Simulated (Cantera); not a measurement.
A perfectly stirred reactor is fed with C3H8 : H2 = 1 : 16 (molar parts), at 0.987 atm; it is held at 1625 K, and followed from long to short residence time.

Cantera simulation using GRI-Mech 3.0 (53 species, 325 reactions); the numbers are that mechanism's predictions, not measurements. GRI-Mech 3.0 was tuned for natural gas; its chemistry of propane as a main component is partial and can be far from experiment. GRI-Mech 3.0 stops at C3 and has no aromatics, soot or wall deposition, so with more carbon than oxygen in the feed, carbon stays in small species such as C2H2 where larger ones or solid carbon would form.

Q: What does this change do: temperature 1625 to 1500 K?

A: 
```tsv
quantity	before	after
x(C3H8) at τ = 20.0 s	1.06e-7	5.84e-7
x(H2) at τ = 20.0 s	0.897	0.865
x(CH3) at τ = 20.0 s	7.19e-5	4.10e-5
x(C2H4) at τ = 20.0 s	0.00409	0.00613
x(H) at τ = 20.0 s	6.75e-5	1.69e-5
x(C3H8) at τ = 65.0 ms	2.50e-5	9.19e-5
x(H2) at τ = 65.0 ms	0.894	0.887
x(CH3) at τ = 65.0 ms	0.000121	7.14e-5
x(C2H4) at τ = 65.0 ms	0.00469	0.0119
x(H) at τ = 65.0 ms	0.000101	4.84e-5
```

Q: What does this change do: pressure from 0.987 atm to 0.132 atm?

A: 
```json
[
 {"quantity": "x(C3H8) at τ = 20.0 s", "before": "1.06e-7", "after": "2.74e-7"},
 {"quantity": "x(H2) at τ = 20.0 s", "before": "0.897", "after": "0.918"},
 {"quantity": "x(CH3) at τ = 20.0 s", "before": "7.19e-5", "after": "5.17e-5"},
 {"quantity": "x(C2H4) at τ = 20.0 s", "before": "0.00409", "after": "0.000764"},
 {"quantity": "x(H) at τ = 20.0 s", "before": "6.75e-5", "after": "0.000192"},
 {"quantity": "x(C3H8) at τ = 65.0 ms", "before": "2.50e-5", "after": "5.55e-5"},
 {"quantity": "x(H2) at τ = 65.0 ms", "before": "0.894", "after": "0.899"},
 {"quantity": "x(CH3) at τ = 65.0 ms", "before": "0.000121", "after": "0.000433"},
 {"quantity": "x(C2H4) at τ = 65.0 ms", "before": "0.00469", "after": "0.00195"},
 {"quantity": "x(H) at τ = 65.0 ms", "before": "0.000101", "after": "0.000431"}
]
```
